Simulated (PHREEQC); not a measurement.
Dissolve 0.017 mol CaCl2, 0.00079 mol Mg(NO3)2 and 0.00057 mol Al(NO3)3 per kg of water at 25 °C. Closed to the air; pH follows from the charge balance.

The numbers come from PHREEQC with the ion-association model, phreeqc.dat.

Each row changes one thing in this solution. No solid was allowed to form.

```tsv
case	pH	Al+3 (mol/kgw)	AlOH+2 (mol/kgw)	Al(OH)2+ (mol/kgw)	Al(OH)3 (mol/kgw)	Al(OH)4- (mol/kgw)	SI of Gibbsite (Al(OH)3)
as made	4.30	0.000515	5.07e-5	4.36e-6	1.03e-8	4.79e-10	+0.85
diluted 2-fold with water	4.41	0.000245	3.52e-5	…	1.46e-8	8.36e-10	+1.00
diluted 10-fold with water	4.69	3.92e-5	1.36e-5	…	2.75e-8	2.75e-9	+1.27
CaCl2 from 0.017 to 0.034 mol/kgw	4.33	0.000517	4.95e-5	…	9.41e-9	4.98e-10	+0.81
temperature from 25 to 50 °C	3.94	0.000457	9.09e-5	2.21e-5	1.08e-7	3.69e-9	+1.00
```

Task: Fill in the missing entries.

Result: 
- diluted 2-fold with water, Al(OH)2+ (mol/kgw): 4.50e-6
- diluted 10-fold with water, Al(OH)2+ (mol/kgw): 4.13e-6
- CaCl2 from 0.017 to 0.034 mol/kgw, Al(OH)2+ (mol/kgw): 3.95e-6

Some of these states are supersaturated (in Gibbsite (slow to form), for instance). At this temperature some constants are extrapolated from 25 °C, and those without enthalpy data are left unchanged.
